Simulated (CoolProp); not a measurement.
Properties of hydrogen sulfide along the isobar 20100 kPa.

Model: reference Helmholtz-energy equation of state, Lemmon 2006, in CoolProp. It is a short technical equation, of lower accuracy than the large ones.

```csv
T (°C),phase,density (kg/m³),cp (kJ/(kg K)),cv (kJ/(kg K)),isothermal compressibility (1/MPa),viscosity (µPa s),fugacity coefficient
83.05,liquid,684.1,2.314,1.040,0.006505,89.3,0.3016
102.35,supercritical,627.1,2.531,1.035,0.01052,74.4,0.3768
121.75,supercritical,558.2,2.874,1.035,0.01905,60.5,0.4540
141.15,supercritical,474.2,3.313,1.039,0.03715,47.8,0.5283
160.55,supercritical,384.9,3.357,1.034,0.05976,38.1,0.5950
179.95,supercritical,314.8,2.871,1.014,0.06801,32.5,0.6516
199.35,supercritical,267.9,2.409,0.9936,0.06687,29.7,0.6992
218.75,supercritical,236.0,2.098,0.9783,0.06393,28.3,0.7394
238.05,supercritical,212.9,1.895,0.9683,0.06120,27.7,0.7736
257.45,supercritical,195.2,1.756,0.9623,0.05897,27.5,0.8033
276.85,supercritical,181.0,1.658,0.9595,0.05718,27.6,0.8290
296.25,supercritical,169.4,1.586,0.9592,0.05574,27.8,0.8514
315.65,supercritical,159.7,1.534,0.9607,0.05459,28.1,0.8710
```

The peak of cp marks the crossing from liquid-like to gas-like fluid above the critical point.

Viscosity comes from a separate model (Quiñones-Cisneros 2012).
